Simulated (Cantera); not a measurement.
Source: NASA polynomial tables (part measured, part estimated), evaluated in Cantera. Values are per mole of reaction as written; species without (g) are pure solids or liquids, kept so even where they would boil at 1 bar. TiC: taken at fixed stoichiometry.

Task: Between 300 and 1250 K, where is each reaction favourable under standard conditions?
- 6 TiCl3(g) + 2 C6H6(g) ⇌ 9 Cl2(g) + 3 C2H4(g) + 6 TiC

Result: 
- 6 TiCl3(g) + 2 C6H6(g) ⇌ 9 Cl2(g) + 3 C2H4(g) + 6 TiC: ΔG° is 2012 kJ at 300 K and 1646 kJ at 1250 K; it stays positive (K < 1). ΔH° is 2126 kJ and ΔS° 385 J/K at 1250 K.
